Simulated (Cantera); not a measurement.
A closed system holds: 1 mol B, 1.5 mol H₂O, 5.3 mol H₂, at 2023 K and 100000 Pa.

Equilibrium computed with Cantera from the NASA thermochemical tables; the gas is ideal and each condensed phase is pure. Equilibrium is a limit: real reactors are often held back by kinetics, nucleation or transport.

```csv
species,before,after
H₂,0.888,0.934
HBO,0.0371,0.0256
HBO₂,0.0361,0.0208
B₂O₃,0.0272,0.0103
B₃O₃H₃,2.68e-5,8.75e-6
B₂O₂,0.00408,0.00184
BO,0.00106,0.000713
H₂O,0.00518,0.00458
H,0.00179,0.00184
```
Gas species are given as mole fractions.

Question: Which change was made?
(A) B replaced by B₂H₆
(B) H₂ from 5.3 to 12 mol
(C) temperature from 2023 K to 975 K
(D) temperature from 2023 K to 2298.15 K

Answer: B, H₂ from 5.3 to 12 mol
